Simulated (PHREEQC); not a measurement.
0.055 g of hydrous ferric oxide (600 m²/g; 0.2 weak and 0.005 strong sites per Fe, Dzombak-Morel constants, diffuse double layer) in 1 kg of water with 0.001 mol/kgw of an inert sodium salt and 1.1e-05 mol/kgw NiCl2, at 25 °C; the pH is set by adding NaOH or the inert anion's acid. O2 is buffered at 0.21 atm. No CO2 enters from the air. Precipitation was switched off in this run.

Model: ion-association model, wateq4f.dat, run in PHREEQC.

```json
[
 {"pH": "4", "Ni sorbed (%)": "0.0", "surface charge σ (C/m²)": "0.119", "surface potential ψ (mV)": "210"},
 {"pH": "4.5", "Ni sorbed (%)": "0.0", "surface charge σ (C/m²)": "0.079", "surface potential ψ (mV)": "191"},
 {"pH": "5", "Ni sorbed (%)": "0.1", "surface charge σ (C/m²)": "0.051", "surface potential ψ (mV)": "169"},
 {"pH": "5.5", "Ni sorbed (%)": "0.5", "surface charge σ (C/m²)": "0.032", "surface potential ψ (mV)": "145"},
 {"pH": "6", "Ni sorbed (%)": "4.0", "surface charge σ (C/m²)": "0.019", "surface potential ψ (mV)": "119"},
 {"pH": "6.5", "Ni sorbed (%)": "17.0", "surface charge σ (C/m²)": "0.011", "surface potential ψ (mV)": "93"},
 {"pH": "7", "Ni sorbed (%)": "36.7", "surface charge σ (C/m²)": "0.006", "surface potential ψ (mV)": "67"},
 {"pH": "7.5", "Ni sorbed (%)": "71.0", "surface charge σ (C/m²)": "0.003", "surface potential ψ (mV)": "42"},
 {"pH": "8", "Ni sorbed (%)": "94.7", "surface charge σ (C/m²)": "0.001", "surface potential ψ (mV)": "16"},
 {"pH": "8.5", "Ni sorbed (%)": "99.4", "surface charge σ (C/m²)": "-0.001", "surface potential ψ (mV)": "-12"},
 {"pH": "9", "Ni sorbed (%)": "99.9", "surface charge σ (C/m²)": "-0.003", "surface potential ψ (mV)": "-41"},
 {"pH": "9.5", "Ni sorbed (%)": "100.0", "surface charge σ (C/m²)": "-0.007", "surface potential ψ (mV)": "-70"},
 {"pH": "10", "Ni sorbed (%)": "100.0", "surface charge σ (C/m²)": "-0.013", "surface potential ψ (mV)": "-97"},
 {"pH": "10.5", "Ni sorbed (%)": "100.0", "surface charge σ (C/m²)": "-0.024", "surface potential ψ (mV)": "-124"},
 {"pH": "11", "Ni sorbed (%)": "100.0", "surface charge σ (C/m²)": "-0.046", "surface potential ψ (mV)": "-146"},
 {"pH": "11.5", "Ni sorbed (%)": "99.9", "surface charge σ (C/m²)": "-0.093", "surface potential ψ (mV)": "-163"},
 {"pH": "12", "Ni sorbed (%)": "99.1", "surface charge σ (C/m²)": "-0.175", "surface potential ψ (mV)": "-169"}
]
```

Along this series the solution becomes supersaturated in solids that the run did not let form, among them Ni(OH)2.
